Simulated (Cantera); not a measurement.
A perfectly stirred reactor is fed with 15.6 % CO, 0.918 % H2, 17.6 % O2, 66.0 % N2, at 1.01 bar; it is adiabatic with a 550 K inlet, and is followed from long to short residence time, starting on the burning branch (τ in s: 0.12, 0.038, 0.012, 0.0036, 0.0011, 0.00035, 0.00011, 3.3e-05, 1e-05).

Computed with Cantera and GRI-Mech 3.0 (53 species, 325 reactions).

One state of this run: T (K) = 1551; x CO = 0.0367; x H2 = 0.000350; x O2 = 0.113; x H = 0.00179; x H2O = 0.00771; x OH = 0.00158; x CO2 = 0.129. x: mole fraction; the columns are a selection and need not sum to one.

**Question.** Which value of τ (s) does it belong to?
(A) 1.0e-5
(B) 0.0011
(C) 0.038
(D) 0.12

**Answer.** B, 0.0011
